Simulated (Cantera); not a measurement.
A freely propagating, adiabatic, planar premixed flame of CH₄ : CO : O₂ : N₂ = 1 : 0.74 : 1.69 : 6.37 (molar parts), unburnt at 550 K and 0.168 atm; mixture-averaged transport, grid criteria slope 0.08 and curve 0.16, no radiation.

Detailed kinetics in Cantera: GRI-Mech 3.0 (53 species, 325 reactions). Burning velocities carry a grid error of a few per cent, more on coarse grids.

What does this change do: inlet temperature 550 to 625 K?


```
quantity                    before     after
------------------------  --------  --------
laminar burning velocity  147 cm/s  186 cm/s
thermal thickness          1.60 mm   1.55 mm
peak x(C₂H₂)              0.000394  0.000426
peak x(HO₂)               0.000116  0.000125
peak x(HCO)                9.50e-5  0.000106
```

What does this change do: N2 6.37 to 8.1 parts?


```
quantity                    before     after
------------------------  --------  --------
laminar burning velocity  147 cm/s  107 cm/s
thermal thickness          1.60 mm   1.95 mm
peak x(C₂H₂)              0.000394  0.000288
peak x(HO₂)               0.000116   8.13e-5
peak x(HCO)                9.50e-5   5.98e-5
```
